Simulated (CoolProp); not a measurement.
Decamethyltetrasiloxane (MD2M) along the isobar 1.52 bar: fugacity coefficient from the reference equation and from simpler models built on Tc = 326.2 °C, pc = 11.44 bar, ω = 0.635; each cubic takes its own stable root.

Model: reference Helmholtz-energy equation of state, Thol 2017, in CoolProp.

```csv
T (°C),phase,reference
8.15,liquid,8.271e-5
22.45,liquid,0.0002872
36.65,liquid,0.0008544
50.95,liquid,0.002261
65.15,liquid,0.005343
79.45,liquid,0.01158
93.65,liquid,0.02305
107.95,liquid,0.04298
122.15,liquid,0.07505
136.45,liquid,0.1246
150.65,liquid,0.1965
164.95,liquid,0.2979
179.15,liquid,0.4335
193.45,liquid,0.6110
207.75,liquid,0.8346
221.95,gas,0.9159
```

Task: How far does each simpler model (van der Waals, Soave-Redlich-Kwong, Peng-Robinson) lie from the reference over these 16 states: mean and median of the absolute difference, and the worst?

Result: 
- van der Waals: mean 18367.5 %, median 1446.9 %, worst +163604.5 % at 8.15 °C and 1.52 bar
- Soave-Redlich-Kwong: mean 6.0 %, median 1.2 %, worst +30.5 % at 8.15 °C and 1.52 bar
- Peng-Robinson: mean 15.6 %, median 6.4 %, worst +67.9 % at 8.15 °C and 1.52 bar

At some of these states van der Waals gives the other phase, because its saturation line lies elsewhere.
